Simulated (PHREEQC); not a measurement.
Dissolve 35 mmol/kgw K2HPO4 and 2.5 mmol/kgw NaCl at 70 °C. Closed to the air; pH follows from the charge balance.

The numbers come from PHREEQC with the ion-association model, phreeqc.dat.

Question: The ionic strength comes out as 0.104 mol/kgw. What activity coefficients do Cl-, HPO4-2, KHPO4-, Na+, H2PO4- get?

Answer: Cl- 0.74, HPO4-2 0.34, KHPO4- 0.77, Na+ 0.77, H2PO4- 0.77.

Precipitation was switched off in this run. Constants without temperature data keep their 25 °C values here.
